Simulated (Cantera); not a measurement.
A closed system holds: 1 mol SiH2Cl2, 7.4 mol NH3, 39 mol N2, held at 1825 K.

Equilibrium computed with Cantera from the NASA thermochemical tables; the gas is ideal and each condensed phase is pure. Candidate condensed phases: NH4Cl, Si, Si3N4; 28 gas species. Equilibrium is a limit: real reactors are often held back by kinetics, nucleation or transport.

Task: Which condensed phases are stable at each of these points (P (Pa)): 5, 26, 140, 710, 3700, 19000, 100000?

Result: 
| P (Pa) | condensed phases | Si condensed (%) |
|---|---|---|
| 5 | gas only | 0.0 |
| 26 | gas only | 0.0 |
| 140 | Si(l) | 39.9 |
| 710 | Si(l) | 56.3 |
| 3700 | Si3N4(s) | 68.8 |
| 19000 | Si3N4(s) | 84.4 |
| 100000 | Si3N4(s) | 93.5 |

From 5.00e-5 bar to 0.000260 bar nothing is condensed. From 0.00140 bar to 0.00710 bar the condensed part is Si(l). From 0.0370 bar to 1.00 bar the condensed part is Si3N4(s).
